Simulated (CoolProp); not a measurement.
Vapour-liquid equilibrium of nitrogen (1) + carbon monoxide (2) at 0.749 bar; x and y are mole fractions of (1).

The numbers come from the multi-fluid Helmholtz-energy mixture model, Span 2000 and Lemmon 2006; pair parameters Gernert 2013 in CoolProp.

```csv
x,"bubble temperature, mixture model (°C)","bubble temperature, Raoult's law (°C)","y, mixture model","y, Raoult's law"
0.05,-194.4,-194.3,?,0.080
0.2,-195.3,-195.1,?,0.294
0.35,?,-195.8,?,0.475
0.5,-196.7,-196.4,0.628,0.628
0.65,-197.2,-197.0,0.752,0.759
0.8,?,-197.6,?,0.872
0.95,-198.1,-198.1,0.965,0.970
```

Q: What belongs in the gaps?

A: 
- 0.05, y, mixture model: 0.084
- 0.2, y, mixture model: 0.304
- 0.35, bubble temperature, mixture model (°C): -196.0
- 0.35, y, mixture model: 0.482
- 0.8, bubble temperature, mixture model (°C): -197.7
- 0.8, y, mixture model: 0.862

The largest gap from Raoult's law is -0.3 K in bubble temperature, at x = 0.5. No azeotrope shows between x = 0.05 and 0.95.

Pair parameters are fitted to limited data, so mixtures are less certain than the pure fluids.
